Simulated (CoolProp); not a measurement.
Carbon monoxide at several states: fugacity coefficient from the reference equation and from simpler models built on Tc = -140.3 °C, pc = 3498 kPa, ω = 0.050; each cubic takes its own stable root.

Computed with CoolProp (reference Helmholtz-energy equation of state, Lemmon 2006). It is a short technical equation, of lower accuracy than the large ones.

| T (°C) | p (kPa) | phase | reference |
|---|---|---|---|
| -104.25 | 19300 | supercritical | 0.5114 |
| -134.15 | 11800 | supercritical | 0.3471 |
| -153.25 | 1180 | gas | 0.8502 |
| -12.45 | 1880 | gas | 0.9848 |
| 90.05 | 12600 | supercritical | 1.025 |
| -117.65 | 16600 | supercritical | 0.4308 |

### Question
How far does each simpler model (Redlich-Kwong, Peng-Robinson) lie from the reference over these 6 states: mean and median of the absolute difference, and the worst?

### Answer
- Redlich-Kwong: mean 1.0 %, median 0.7 %, worst -2.1 % at 90.05 °C and 12600 kPa
- Peng-Robinson: mean 3.4 %, median 3.3 %, worst -6.0 % at -104.25 °C and 19300 kPa
